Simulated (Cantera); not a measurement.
A freely propagating, adiabatic, planar premixed flame of 18.5 % H2, 17.1 % O2, 64.4 % N2, unburnt at 625 K and 1000000 Pa; mixture-averaged transport, grid criteria slope 0.08 and curve 0.16, no radiation.

Computed with Cantera and the H2/O2 subset of GRI-Mech 3.0, which has no nitrogen chemistry. The hydrogen kinetics of GRI-Mech 3.0 are dated; newer H2 mechanisms differ, most at raised pressure. Burning velocities carry a grid error of a few per cent, more on coarse grids. Lean hydrogen flames are cellular in practice and burn faster than this planar one.

**Question.** Predict: laminar burning velocity; thermal thickness; peak x(H); peak x(H2O2); peak x(O).

**Answer.** 
- laminar burning velocity = 118 cm/s
- thermal thickness = 0.0401 mm
- peak x(H) = 0.00144
- peak x(H2O2) = 0.000310
- peak x(O) = 0.00191
